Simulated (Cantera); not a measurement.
A freely propagating, adiabatic, planar premixed flame of 7.56 % CH4, 0.756 % CO, 23.5 % O2, 68.2 % N2, equivalence ratio 0.66, unburnt at 625 K and 100.0 Torr; mixture-averaged transport, grid criteria slope 0.08 and curve 0.16, no radiation.

Computed with Cantera and GRI-Mech 3.0 (53 species, 325 reactions). Burning velocities carry a grid error of a few per cent, more on coarse grids.

**Question.** Predict: laminar burning velocity; thermal thickness; peak x(CH3); peak x(C2H2).

**Answer.** 
```json
{
  "laminar_burning_velocity": "208 cm/s",
  "thermal_thickness": "1.87 mm",
  "peak x(CH3)": "0.00210",
  "peak x(C2H2)": "1.62e-5"
}
```
